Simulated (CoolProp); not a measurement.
Vapour-liquid equilibrium of R152A (1) + isobutene (2) at 0.0567 MPa; x and y are mole fractions of (1).

The numbers come from the multi-fluid Helmholtz-energy mixture model, Outcalt 1996 and Lemmon 2005; pair parameters Bell 2016 in CoolProp.

Give the bubble temperature and the first vapour's composition at x = 0.35, 0.5, 0.95. Is there an azeotrope?

x = 0.35: 237.7 K, y = 0.615; x = 0.5: 236.5 K, y = 0.673; x = 0.95: 236.2 K, y = 0.927. y crosses x between x = 0.65 and 0.8: the model has an azeotrope there.

Pair parameters are fitted to limited data, so mixtures are less certain than the pure fluids.
